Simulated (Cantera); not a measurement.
# Diamond growth

A diamond (100) surface in a fixed gas of H2 with x(CH4) = 0.012, x(H) = 0.031, at 1275 K, 4500 Pa; coverages are run to steady state.

Computed with Cantera and the Harris–Goodwin 1993 mechanism for the reconstructed diamond (100) surface.

| x(CH3) | growth (µm/h) | θ c6HH | θ c6H* | θ c6*H | θ c6** | θ c6HM |
|---|---|---|---|---|---|---|
| 1e-06 | 0.0255 | 0.391 | 0.0469 | 0.520 | 0.0428 | 2.41e-6 |
| 2.3e-06 | 0.0587 | 0.391 | 0.0469 | 0.520 | 0.0428 | 5.53e-6 |
| 5.5e-06 | 0.140 | 0.391 | 0.0469 | 0.520 | 0.0428 | 1.32e-5 |
| 1.3e-05 | 0.332 | 0.391 | 0.0469 | 0.520 | 0.0428 | 3.13e-5 |
| 3e-05 | 0.765 | 0.391 | 0.0469 | 0.519 | 0.0428 | 7.22e-5 |
| 7e-05 | 1.78 | 0.391 | 0.0469 | 0.519 | 0.0428 | 0.000168 |
| 0.00017 | 4.33 | 0.390 | 0.0469 | 0.519 | 0.0428 | 0.000408 |
| 0.00039 | 9.92 | 0.390 | 0.0468 | 0.519 | 0.0426 | 0.000935 |
| 0.00091 | 23.0 | 0.389 | 0.0467 | 0.517 | 0.0424 | 0.00217 |
θ: site fractions in the mechanism's names (c6HH fully hydrogenated, c6H* and c6*H radical sites, c6** diradical, c6HM methylated).
